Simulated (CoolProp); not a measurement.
Vapour-liquid equilibrium of benzene (1) + p-xylene (2) at 383.3 K; x and y are mole fractions of (1).

Computed with CoolProp (multi-fluid Helmholtz-energy mixture model, Thol 2012 and Zhou 2012; pair parameters Bell 2016).

**Question.** Give the bubble pressure and the first vapour's composition at x = 0.05, 0.5, 0.65. Is there an azeotrope?

**Answer.** x = 0.05: 0.05338 MPa, y = 0.201; x = 0.5: 0.1377 MPa, y = 0.831; x = 0.65: 0.1667 MPa, y = 0.901. No azeotrope shows between x = 0.05 and 0.95.

Pair parameters are fitted to limited data, so mixtures are less certain than the pure fluids.
